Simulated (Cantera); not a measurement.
**TiO₂ + SiCl₄ + O₂ (oxide etching and cleaning by halides)**

Input: 1 mol TiO₂, 1.5 mol SiCl₄, 0.97 mol O₂, at 0.200 bar.

Cantera equilibrium calculation (NASA polynomials, part measured and part estimated; ideal gas, pure solids and liquids). Candidate condensed phases: Si, SiO₂, Ti, TiCl₂, TiCl₃, TiCl₄, TiO, TiO₂, Ti₂O₃, Ti₃O₅, Ti₄O₇; 24 gas species. Mutual solubility and eutectic melting of coexisting phases are not modelled. The tables hold silica as quartz up to 1696 K and as liquid above; real silica turns to tridymite and cristobalite and melts near 1996 K. Condensed phases not in the tables: TiOCl, alloys, solid solutions and most ternary compounds. The numbers say what is thermodynamically allowed, not how fast it happens.

```json
[
 {"T (K)": "800", "x Cl₂": "0.785", "x Cl": "1.85e-5", "x TiCl₄": "0.215", "x O₂": "7.36e-9", "n SiO₂(α-quartz)": "1.50", "n TiO₂(rutile)": "0.470", "n SiO₂(β-quartz)": "0", "n SiO₂(condensed)": "0"},
 {"T (K)": "900", "x Cl₂": "0.785", "x Cl": "0.000146", "x TiCl₄": "0.215", "x O₂": "1.46e-7", "n SiO₂(α-quartz)": "0", "n TiO₂(rutile)": "0.470", "n SiO₂(β-quartz)": "1.50", "n SiO₂(condensed)": "0"},
 {"T (K)": "1000", "x Cl₂": "0.785", "x Cl": "0.000769", "x TiCl₄": "0.214", "x O₂": "1.57e-6", "n SiO₂(α-quartz)": "0", "n TiO₂(rutile)": "0.470", "n SiO₂(β-quartz)": "1.50", "n SiO₂(condensed)": "0"},
 {"T (K)": "1100", "x Cl₂": "0.783", "x Cl": "0.00300", "x TiCl₄": "0.214", "x O₂": "1.08e-5", "n SiO₂(α-quartz)": "0", "n TiO₂(rutile)": "0.470", "n SiO₂(β-quartz)": "1.50", "n SiO₂(condensed)": "0"},
 {"T (K)": "1200", "x Cl₂": "0.777", "x Cl": "0.00932", "x TiCl₄": "0.214", "x O₂": "5.33e-5", "n SiO₂(α-quartz)": "0", "n TiO₂(rutile)": "0.470", "n SiO₂(β-quartz)": "1.50", "n SiO₂(condensed)": "0"},
 {"T (K)": "1300", "x Cl₂": "0.763", "x Cl": "0.0242", "x TiCl₄": "0.212", "x O₂": "0.000201", "n SiO₂(α-quartz)": "0", "n TiO₂(rutile)": "0.470", "n SiO₂(β-quartz)": "1.50", "n SiO₂(condensed)": "0"},
 {"T (K)": "1400", "x Cl₂": "0.736", "x Cl": "0.0545", "x TiCl₄": "0.209", "x O₂": "0.000599", "n SiO₂(α-quartz)": "0", "n TiO₂(rutile)": "0.469", "n SiO₂(β-quartz)": "1.50", "n SiO₂(condensed)": "0"},
 {"T (K)": "1500", "x Cl₂": "0.686", "x Cl": "0.108", "x TiCl₄": "0.204", "x O₂": "0.00144", "n SiO₂(α-quartz)": "0", "n TiO₂(rutile)": "0.467", "n SiO₂(β-quartz)": "1.50", "n SiO₂(condensed)": "0"},
 {"T (K)": "1600", "x Cl₂": "0.609", "x Cl": "0.192", "x TiCl₄": "0.196", "x O₂": "0.00281", "n SiO₂(α-quartz)": "0", "n TiO₂(rutile)": "0.463", "n SiO₂(β-quartz)": "1.50", "n SiO₂(condensed)": "0"},
 {"T (K)": "1700", "x Cl₂": "0.504", "x Cl": "0.305", "x TiCl₄": "0.185", "x O₂": "0.00437", "n SiO₂(α-quartz)": "0", "n TiO₂(rutile)": "0.458", "n SiO₂(β-quartz)": "0", "n SiO₂(condensed)": "1.50"},
 {"T (K)": "1800", "x Cl₂": "0.384", "x Cl": "0.438", "x TiCl₄": "0.171", "x O₂": "0.00536", "n SiO₂(α-quartz)": "0", "n TiO₂(rutile)": "0.453", "n SiO₂(β-quartz)": "0", "n SiO₂(condensed)": "1.50"}
]
```
x: gas mole fraction; n: condensed amount in mol.

At 800 K the condensed part is SiO₂(α-quartz) + TiO₂(rutile). From 900 K to 1600 K the condensed part is SiO₂(β-quartz) + TiO₂(rutile). From 1700 K to 1800 K the condensed part is SiO₂(condensed) + TiO₂(rutile). The main Ti-bearing gas is TiCl₄ throughout.
